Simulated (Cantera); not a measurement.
A Cantera script and its output.

```python
import numpy as np
import cantera as ct

gas = ct.Solution("gri30.yaml")
gas.TPX = 1650, 2666, {'C2H6': 1, 'H2': 86}
reactor = ct.IdealGasConstPressureReactor(gas, energy="off", clone=False)
net = ct.ReactorNet([reactor])
net.rtol, net.atol = 1e-08, 1e-18
show = ['C2H6', 'H2', 'C2H', 'H', 'C2H4']
times = np.geomspace(0.0005, 1, 10)

steps = ct.SolutionArray(gas, extra=["t"])
rows = []
print(f"{'t/s':>10s}{'T/K':>9s}{'P/Pa':>11s}" + "".join(f"{s:>11s}" for s in show))
for t in times:
    while net.time < t:
        t_next = net.step()
        steps.append(gas.state, t=t_next)
    rows.append([np.interp(t, steps.t, y) for y in (steps.T, steps.P, *steps(*show).X.T)])
    print(f"{t:10.3e}{rows[-1][0]:9.1f}{rows[-1][1]:11.4g}" + "".join(f"{x:11.3e}" for x in rows[-1][2:]))
rate = np.gradient(steps.T, steps.t)
print("integrator steps:", len(steps.t))
if steps.T.max() > steps.T[0] + 200:
    print(f"time of steepest temperature rise: {steps.t[rate.argmax()]:.4e} s")
gas.TPX = 1650, 2666, {'C2H6': 1, 'H2': 86}
gas.equilibrate("TP")
print(f"equilibrium (TP): T = {gas.T:.1f} K  " + "  ".join(f"{s} {gas[s].X[0]:.3e}" for s in show))
```

Result:

```
       t/s      T/K       P/Pa       C2H6         H2        C2H          H       C2H4
 5.000e-04   1650.0       2666  4.434e-04  9.787e-01  1.366e-08  3.184e-03  3.208e-03
 1.163e-03   1650.0       2666  4.795e-06  9.788e-01  3.245e-08  2.764e-03  1.731e-03
 2.707e-03   1650.0       2666  2.956e-06  9.794e-01  3.920e-08  2.248e-03  5.152e-04
 6.300e-03   1650.0       2666  2.337e-06  9.799e-01  3.607e-08  1.826e-03  8.671e-05
 1.466e-02   1650.0       2666  1.683e-06  9.805e-01  2.823e-08  1.373e-03  3.785e-05
 3.411e-02   1650.0       2666  1.046e-06  9.811e-01  1.987e-08  9.313e-04  2.902e-05
 7.937e-02   1650.0       2666  6.220e-07  9.816e-01  1.408e-08  6.360e-04  2.270e-05
 1.847e-01   1650.0       2666  4.517e-07  9.820e-01  1.218e-08  5.267e-04  2.002e-05
 4.298e-01   1650.0       2666  3.842e-07  9.824e-01  1.288e-08  5.173e-04  1.930e-05
 1.000e+00   1650.0       2666  2.917e-07  9.832e-01  1.473e-08  5.221e-04  1.862e-05
integrator steps: 938
equilibrium (TP): T = 1650.0 K  C2H6 1.676e-09  H2 9.879e-01  C2H 2.692e-08  H 5.569e-04  C2H4 2.080e-05
```

Model: GRI-Mech 3.0 (53 species, 325 reactions), integrated in Cantera. GRI-Mech 3.0 stops at C3 and has no aromatics, soot or wall deposition, so with more carbon than oxygen in the feed, carbon stays in small species such as C2H2 where larger ones or solid carbon would form. Radical loss at walls, strong at low pressure, is not modelled.
